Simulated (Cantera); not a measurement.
Cantera run, input and output.

```python
import numpy as np
import cantera as ct

gas = ct.Solution("gri30.yaml")
gas.TPX = 550, 101325, {'CH3OH': 1, 'O2': 1.25, 'N2': 4.75, 'H2O': 1.1}
flame = ct.FreeFlame(gas, width=0.04)
flame.set_refine_criteria(ratio=3, slope=0.08, curve=0.16)
flame.transport_model = "mixture-averaged"
flame.solve(loglevel=0, auto=True)
z, T = flame.grid, flame.T
thick = (T[-1] - T[0]) / np.gradient(T, z).max()
show = ['CH3OH', 'O2', 'H2O', 'C2H6', 'CH2CO', 'NO2']
print(f"laminar burning velocity  {flame.velocity[0] * 100:.3f} cm/s")
print(f"burnt temperature         {T[-1]:.1f} K")
print(f"thermal thickness         {thick * 1e3:.4f} mm")
print(f"grid points               {len(z)}")
z0 = z[flame.heat_release_rate.argmax()]
print(f"{'z/mm':>9s}{'T/K':>9s}{'u/(m/s)':>9s}" + "".join(f"{s:>11s}" for s in show))
rows = []
for k in (-3, -2, -1.5, -1, -0.5, -0.25, 0, 0.25, 0.5, 1, 2, 4, 8):
    zz = z0 + k * thick
    rows.append([k * thick, np.interp(zz, z, T), np.interp(zz, z, flame.velocity),
                 *(np.interp(zz, z, flame.X[gas.species_index(s)]) for s in show)])
    print(f"{rows[-1][0] * 1e3:9.3f}{rows[-1][1]:9.1f}{rows[-1][2]:9.3f}" + "".join(f"{x:11.3e}" for x in rows[-1][3:]))
```

It prints:

```
laminar burning velocity  101.823 cm/s
burnt temperature         2100.6 K
thermal thickness         0.2989 mm
grid points               121
     z/mm      T/K  u/(m/s)      CH3OH         O2        H2O       C2H6      CH2CO        NO2
   -0.897    550.2    1.021  1.231e-01  1.539e-01  1.355e-01  1.111e-11  3.769e-11  2.603e-11
   -0.598    552.2    1.029  1.226e-01  1.530e-01  1.353e-01  2.586e-10  1.007e-09  4.511e-10
   -0.448    560.8    1.051  1.216e-01  1.516e-01  1.362e-01  1.927e-09  8.293e-09  2.685e-09
   -0.299    616.1    1.169  1.173e-01  1.458e-01  1.436e-01  2.147e-08  1.058e-07  2.099e-08
   -0.149    905.8    1.778  9.071e-02  1.198e-01  1.807e-01  2.390e-07  1.343e-06  1.161e-07
   -0.075   1228.8    2.486  5.200e-02  8.890e-02  2.214e-01  6.550e-07  3.882e-06  1.229e-07
    0.000   1579.4    3.299  8.037e-03  5.343e-02  2.685e-01  1.032e-06  8.043e-06  1.932e-08
    0.075   1713.7    3.594  9.961e-05  3.131e-02  2.922e-01  8.171e-08  1.889e-06  4.030e-10
    0.149   1766.8    3.688  4.014e-07  1.906e-02  3.005e-01  6.958e-10  1.198e-07  2.312e-10
    0.299   1834.2    3.796  1.074e-09  1.039e-02  3.033e-01  4.881e-14  4.565e-10  2.731e-10
    0.598   1907.5    3.920  8.130e-13  6.482e-03  3.054e-01  3.141e-19  2.777e-13  3.340e-10
    1.196   1977.3    4.045  2.069e-15  3.991e-03  3.109e-01  6.810e-25  8.975e-17  3.952e-10
    2.391   2032.6    4.144  1.439e-15  2.117e-03  3.166e-01  4.060e-26  5.399e-17  4.276e-10
```

Detailed kinetics in Cantera: GRI-Mech 3.0 (53 species, 325 reactions). GRI-Mech 3.0 was tuned for natural gas; its chemistry of methanol as a main component is partial and can be far from experiment. Burning velocities carry a grid error of a few per cent, more on coarse grids.
